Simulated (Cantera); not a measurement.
PbO + O2 + N2 (iron carbonyl, mercury and lead vapours)

A closed system holds: 1 mol PbO, 1.1 mol O2, 1.6 mol N2, at 475 K and 12.0 Pa.

Cantera equilibrium calculation (NASA polynomials, part measured and part estimated; ideal gas, pure solids and liquids). Candidate condensed phases: Pb, PbO, PbO2, Pb3O4; 12 gas species. Kinetics and transport are ignored.

- x(N2): 0.593
- x(O2): 0.407
- n(PbO(red)): 1.00 mol
- gas amount: 2.700 mol
- log10 activity of Pb3O4(s) (absent): -0.16
- log10 activity of PbO2(s) (absent): -1.16
- log10 activity of Pb(s) (absent): -16.72
